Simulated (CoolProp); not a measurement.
Properties of R410A along the isotherm 346.8 K.

Computed with CoolProp (reference Helmholtz-energy equation of state, Lemmon 2003). It is a pseudo-pure fit of the blend.

```tsv
p (MPa)	phase	cp (kJ/(kg K))	viscosity (µPa s)
0.0775	gas	[?]	15.1
0.131	gas	0.8917	15.1
0.221	gas	0.8993	15.1
0.372	gas	[?]	15.1
0.629	gas	[?]	[?]
1.06	gas	0.9824	15.3
1.79	gas	1.081	15.7
3.02	gas	1.365	[?]
5.1	supercritical	23.33	[?]
8.6	supercritical	2.095	75.5
14.5	supercritical	1.698	92.3
24.5	supercritical	[?]	113
```

Task: What belongs in the gaps?

Result: 
- 0.0775, cp (kJ/(kg K)): 0.8873
- 0.372, cp (kJ/(kg K)): 0.9125
- 0.629, cp (kJ/(kg K)): 0.9366
- 0.629, viscosity (µPa s): 15.2
- 3.02, viscosity (µPa s): 16.7
- 5.1, viscosity (µPa s): 30.7
- 24.5, cp (kJ/(kg K)): 1.525

The peak of cp marks the crossing from liquid-like to gas-like fluid above the critical point.

Viscosity comes from a separate model (Geller 2000).
